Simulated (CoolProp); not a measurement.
Properties of carbon monoxide along the isotherm -124.45 °C.

The numbers come from the reference Helmholtz-energy equation of state, Lemmon 2006 in CoolProp. It is a short technical equation, of lower accuracy than the large ones.

| p (MPa) | phase | density (kg/m³) | cp (kJ/(kg K)) | cv (kJ/(kg K)) | isothermal compressibility (1/MPa) | expansivity (1/kK) |
|---|---|---|---|---|---|---|
| 1.94 | gas | 51.30 | 1.340 | 0.7902 | ? | 10.75 |
| 3.89 | supercritical | 129.6 | 2.210 | 0.8698 | 0.4074 | 21.81 |
| 5.83 | supercritical | 277.5 | 4.878 | 0.9811 | 0.3396 | 49.70 |
| 7.77 | supercritical | 406.5 | 3.680 | 0.9378 | 0.09995 | 27.37 |
| 9.72 | supercritical | 463.8 | 2.891 | ? | 0.04707 | 17.03 |
| 11.7 | supercritical | ? | 2.544 | 0.9125 | 0.02989 | 12.80 |
| 13.6 | supercritical | 524.1 | 2.356 | 0.9129 | 0.02203 | 10.59 |
| 15.5 | supercritical | 543.9 | 2.233 | 0.9151 | 0.01742 | 9.163 |
| 17.5 | supercritical | 561.3 | 2.140 | 0.9182 | 0.01427 | 8.113 |

Q: Fill in the missing entries.

A: 
- 1.94, isothermal compressibility (1/MPa): 0.6096
- 9.72, cv (kJ/(kg K)): 0.9170
- 11.7, density (kg/m³): 499.2

The peak of cp marks the crossing from liquid-like to gas-like fluid above the critical point.
